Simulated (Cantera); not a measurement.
# Adiabatic ignition

An adiabatic, constant-volume homogeneous reactor starts with 20.2 % H2, 16.7 % O2, 63.1 % N2, equivalence ratio 0.60, at 1673 K and 0.450 bar.

Cantera simulation using GRI-Mech 3.0 (53 species, 325 reactions); the numbers are that mechanism's predictions, not measurements.

| t (s) | T (K) | P (bar) | x H2 | x O2 | x N2O | x NO2 | x HO2 | x H |
|---|---|---|---|---|---|---|---|---|
| 1.00e-6 | 1673 | 0.450 | 0.202 | 0.167 | <1e-12 | <1e-12 | 6.22e-7 | 6.73e-7 |
| 3.35e-6 | 1673 | 0.450 | 0.202 | 0.167 | 3.87e-12 | <1e-12 | 2.07e-6 | 5.82e-6 |
| 1.12e-5 | 1674 | 0.450 | 0.199 | 0.166 | 2.08e-10 | <1e-12 | 1.08e-5 | 0.00155 |
| 3.77e-5 | 1929 | 0.512 | 0.0302 | 0.0730 | 5.91e-8 | 1.11e-9 | 1.17e-5 | 0.0645 |
| 0.000126 | 2407 | 0.619 | 0.0264 | 0.0677 | 1.22e-7 | 1.58e-8 | 7.20e-6 | 0.0325 |
| 0.000423 | 2784 | 0.698 | 0.0179 | 0.0651 | 5.92e-7 | 6.87e-7 | 1.37e-5 | 0.0133 |
| 0.00142 | 2787 | 0.698 | 0.0177 | 0.0619 | 6.62e-7 | 3.03e-6 | 1.35e-5 | 0.0126 |
| 0.00475 | 2781 | 0.696 | 0.0177 | 0.0590 | 7.45e-7 | 5.12e-6 | 1.29e-5 | 0.0123 |
| 0.0159 | 2780 | 0.696 | 0.0177 | 0.0587 | 7.53e-7 | 5.27e-6 | 1.28e-5 | 0.0123 |
| 0.0534 | 2780 | 0.696 | 0.0177 | 0.0587 | 7.53e-7 | 5.27e-6 | 1.28e-5 | 0.0123 |
| 0.179 | 2780 | 0.696 | 0.0177 | 0.0587 | 7.53e-7 | 5.27e-6 | 1.28e-5 | 0.0123 |
| 0.600 | 2780 | 0.696 | 0.0177 | 0.0587 | 7.53e-7 | 5.27e-6 | 1.28e-5 | 0.0123 |
x: mole fraction; the columns are a selection and need not sum to one.

```yaml
time_of_steepest_temperature_rise: 17.7 µs
temperature at 0.600 s: 2780 K
equilibrium_temperature: 2780 K
x(H2) at 0.600 s: 0.0177 (gas-phase equilibrium 0.0177)
x(O2) at 0.600 s: 0.0587 (gas-phase equilibrium 0.0587)
x(N2O) at 0.600 s: 7.53e-7 (gas-phase equilibrium 7.53e-7)
```
